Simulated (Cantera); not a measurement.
Input (Python, Cantera):

```python
import numpy as np
import cantera as ct

surf = ct.Interface("diamond.yaml", "diamond_100")
gas, bulk = surf.adjacent["gas"], surf.adjacent["diamond"]
k = surf.kinetics_species_index(bulk.species_names[0])
cover = ["c6HH", "c6H*", "c6*H", "c6**", "c6HM", "c6B"]

rows, drift = [], 0.0
print(f"{'xH':>10s}{'um/h':>11s}" + "".join(f"{s:>11s}" for s in cover))
for v in [0.0001, 0.00021, 0.00042, 0.00086, 0.0018, 0.0036, 0.0074, 0.015, 0.031]:
    T, P, xH, xCH3 = 925, 3300, v, 5e-05
    gas.TPX = T, P, {"H": xH, "CH3": xCH3, "CH4": 0.0031, "H2": 1 - xH - xCH3 - 0.0031}
    surf.TP = bulk.TP = T, P
    surf.coverages = "c6H*:0.1, c6HH:0.9"
    surf.advance_coverages(100.0)
    before = surf.coverages
    surf.advance_coverages(100.0)
    drift = max(drift, np.max(np.abs(surf.coverages - before) / (surf.coverages + 1e-9)))
    rate = surf.net_production_rates[k] * bulk.mean_molecular_weight / bulk.density * 3.6e9
    rows.append([rate, *surf[cover].coverages])
    print(f"{v:10.4g}{rate:11.4e}" + "".join(f"{x:11.3e}" for x in rows[-1][1:]))
```

It prints:

```
        xH       um/h       c6HH       c6H*       c6*H       c6**       c6HM        c6B
    0.0001 2.8578e-01  5.262e-01  9.050e-03  2.329e-01  2.674e-03  1.800e-01  7.755e-10
   0.00021 3.9566e-01  5.732e-01  1.018e-02  2.619e-01  3.663e-03  1.187e-01  1.074e-09
   0.00042 4.7774e-01  6.102e-01  1.101e-02  2.832e-01  4.396e-03  7.163e-02  1.296e-09
   0.00086 5.3393e-01  6.361e-01  1.157e-02  2.977e-01  4.897e-03  3.910e-02  1.449e-09
    0.0018 5.6705e-01  6.515e-01  1.191e-02  3.061e-01  5.191e-03  1.984e-02  1.539e-09
    0.0036 5.8359e-01  6.592e-01  1.208e-02  3.103e-01  5.339e-03  1.021e-02  1.584e-09
    0.0074 5.9251e-01  6.634e-01  1.220e-02  3.126e-01  5.420e-03  5.042e-03  1.608e-09
     0.015 5.9698e-01  6.654e-01  1.229e-02  3.136e-01  5.464e-03  2.506e-03  1.620e-09
     0.031 5.9948e-01  6.664e-01  1.241e-02  3.141e-01  5.494e-03  1.217e-03  1.627e-09
```

Cantera simulation using the Harris–Goodwin 1993 mechanism for the reconstructed diamond (100) surface; the numbers are that mechanism's predictions, not measurements.
